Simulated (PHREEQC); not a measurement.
Make-up at 25 °C: 0.0028 mol HBr, 0.22 mol FeCl3 and 3.3e-05 mol MgCl2 per kg of water. Closed to the air; pH follows from the charge balance.

Model: ion-association model, wateq4f.dat, run in PHREEQC.

This is a speciation only: nothing precipitates in the calculation.

Task: Order these Cl species by the share of Cl that they hold, largest first: FeCl2+, FeCl3, FeCl+2, Cl-.

Result: Cl- (68 %), FeCl+2 (19 %), FeCl2+ (12 %), FeCl3 (0.32 %)

The pH is 1.84 and the ionic strength 0.726 mol/kgw. Saturation is exceeded, for instance for Hematite (slow to form), Goethite (slow to form); the values hold only as long as no solid forms. Caution: at this ionic strength the ion-association model is outside its range; a Pitzer model would be the better tool where its parameters exist. Species that the database lacks are ignored.
